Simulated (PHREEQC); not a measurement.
**Acid mine or pickling water: an equilibrium model**

Synthetic water in mmol/kgw, 76 °C, pH 3.1, pe 9.8: Na 13.4; K 0.0462; Ca 6.14; Mg 0.578; Cl 4.11; S(6) 11.8; Li 0.113; B 0.0126; Zn 0.135.

Valence states are taken as typed.

The numbers come from PHREEQC with the ion-association model, phreeqc.dat.

This is a speciation only: nothing precipitates in the calculation.

Question: Predict the ionic strength, charge-balance error.

Answer: ionic strength 0.0349 mol/kgw; charge-balance error 4.0 %.

Question: In which forms is S present?

Answer: SO4-2 67 %, CaSO4 16 %, HSO4- 11 %, MgSO4 2.8 %, NaSO4- 2.7 % of the S.

Constants without temperature data keep their 25 °C values here.
